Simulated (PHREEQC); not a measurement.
Make-up at 25 °C: 0.99 mmol/kgw NaH2PO4, 0.078 mmol/kgw Na2B4O7 and 2.4 mmol/kgw NaCl. Closed to the air; pH follows from the charge balance.

Model: ion-association model, wateq4f.dat, run in PHREEQC.

| quantity | before | after |
|---|---|---|
| pH | 6.39 | 7.09 |
| ionic strength (mol/kgw) | 0.00370 | 0.00445 |
| H2BO3- (mol/kgw) | 4.73e-7 | 2.36e-6 |
| SI of Halite (NaCl) | -6.71 | -6.71 |

What was changed between the two runs?
A) Na2B4O7 from 7.8e-05 to 0.00039 mol/kgw
B) 0.00017 mol/kgw Ca(OH)2 added
C) NaCl from 0.0024 to 0.00024 mol/kgw
D) NaH2PO4 left out

B, 0.00017 mol/kgw Ca(OH)2 added

Precipitation was switched off in this run. Some of these states are supersaturated (in Hydroxyapatite, for instance). H3PO4, which wateq4f.dat lacks, is added to it with the constant of phreeqc.dat.
